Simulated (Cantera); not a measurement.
A diamond (100) surface in a fixed gas of H2 with x(CH4) = 0.0095, x(H) = 0.0037, at 1025 K, 0.0118 atm; coverages are run to steady state.

Computed with Cantera and the Harris–Goodwin 1993 mechanism for the reconstructed diamond (100) surface.

θ: site fractions in the mechanism's names (c6HH fully hydrogenated, c6H* and c6*H radical sites, c6** diradical, c6HM methylated).

| x(CH3) | growth (µm/h) | θ c6HH | θ c6H* | θ c6*H | θ c6** | θ c6HM |
|---|---|---|---|---|---|---|
| 1e-06 | … | 0.575 | 0.0205 | 0.393 | 0.0114 | 9.51e-5 |
| 2.4e-06 | … | 0.575 | 0.0205 | 0.393 | 0.0114 | 0.000228 |
| 6e-06 | … | 0.575 | 0.0205 | 0.392 | 0.0114 | 0.000570 |
| 1.5e-05 | … | 0.574 | 0.0205 | 0.392 | 0.0114 | 0.00142 |
| 3.6e-05 | … | 0.573 | 0.0204 | 0.391 | 0.0113 | 0.00340 |
| 8.8e-05 | … | 0.569 | 0.0203 | 0.388 | 0.0112 | 0.00825 |
| 0.00021 | … | 0.560 | 0.0200 | 0.382 | 0.0109 | 0.0193 |
| 0.00053 | … | 0.539 | 0.0192 | 0.366 | 0.0103 | 0.0465 |
| 0.0013 | … | 0.494 | 0.0175 | 0.335 | 0.00894 | 0.103 |

Task: What belongs in the gaps?

Result: 
- 1e-06, growth (µm/h): 0.00513
- 2.4e-06, growth (µm/h): 0.0123
- 6e-06, growth (µm/h): 0.0307
- 1.5e-05, growth (µm/h): 0.0767
- 3.6e-05, growth (µm/h): 0.183
- 8.8e-05, growth (µm/h): 0.445
- 0.00021, growth (µm/h): 1.04
- 0.00053, growth (µm/h): 2.50
- 0.0013, growth (µm/h): 5.52
